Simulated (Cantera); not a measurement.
## Equilibrium for aluminium and copper etching: Al + I₂

Input: 1 mol Al, 0.57 mol I₂, held at 402 °C.

Cantera equilibrium calculation (NASA polynomials, part measured and part estimated; ideal gas, pure solids and liquids). Candidate condensed phases: Al, AlI₃, I₂; 7 gas species. The numbers say what is thermodynamically allowed, not how fast it happens.

From 1.00e-5 bar to 1.00 bar the condensed part is Al(s). The main Al-bearing gas is AlI₃ at 1.00e-5 bar and Al₂I₆ at 1.00 bar.

| P (Pa) | x AlI₃ | x Al₂I₆ | x AlI | x I | n Al(s) |
|---|---|---|---|---|---|
| 1 | 0.972 | 2.23e-5 | 0.0280 | 3.57e-7 | 0.613 |
| 4.20 | 0.989 | 9.71e-5 | 0.0108 | 1.38e-7 | 0.617 |
| 18 | 0.995 | 0.000422 | 0.00410 | 5.24e-8 | 0.619 |
| 75 | 0.997 | 0.00176 | 0.00159 | 2.02e-8 | 0.620 |
| 320 | 0.992 | 0.00744 | 0.000602 | 7.68e-9 | 0.620 |
| 1300 | 0.971 | 0.0290 | 0.000235 | 2.99e-9 | 0.620 |
| 5600 | 0.894 | 0.106 | 8.63e-5 | 1.10e-9 | 0.620 |
| 24000 | 0.712 | 0.288 | 3.03e-5 | 3.87e-10 | 0.620 |
| 100000 | 0.472 | 0.528 | 1.02e-5 | 1.30e-10 | 0.620 |
x: gas mole fraction; n: condensed amount in mol.
